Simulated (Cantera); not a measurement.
Feed: 1 mol Fe3O4, 0.34 mol CH4, 0.12 mol CO, held at 1200 K and 1 atm.

These are equilibrium values from Cantera (NASA tables, ideal gas, pure condensed phases), not measurements of a reactor. Candidate condensed phases: C, C6H6, C7H8, C8H18, Fe, Fe(CO)5, FeO, Fe(OH)2, Fe(OH)3, Fe2O3, Fe3O4, H2O; 114 gas species. The tables' stoichiometric FeO is somewhat more stable than real wüstite, so its field is too wide. FeO: taken at fixed stoichiometry. Equilibrium is a limit: real reactors are often held back by kinetics, nucleation or transport.

Base state: H2O 0.364, H2 0.233, CO2 0.215, CO 0.189 (mole fractions); condensed: FeO(s).

Task: What changes in the equilibrium state with this change: Fe3O4 replaced by SiO2?

Result: 
```json
[
 {"species": "H2", "before": "0.233", "after": "0.837"},
 {"species": "CO", "before": "0.189", "after": "0.148"},
 {"species": "CH4", "before": "2.74e-6", "after": "0.0112"},
 {"species": "H2O", "before": "0.364", "after": "0.00326"},
 {"species": "CO2", "before": "0.215", "after": "0.000420"},
 {"species": "FeO(s), mol", "before": "3.00", "after": "0"},
 {"species": "C(graphite), mol", "before": "0", "after": "0.334"},
 {"species": "SiO2(β-quartz), mol", "before": "0", "after": "1.00"}
]
```
The tables hold silica as quartz up to 1696 K and as liquid above; real silica turns to tridymite and cristobalite and melts near 1996 K. Further candidate phases: Si, SiC, SiO2.
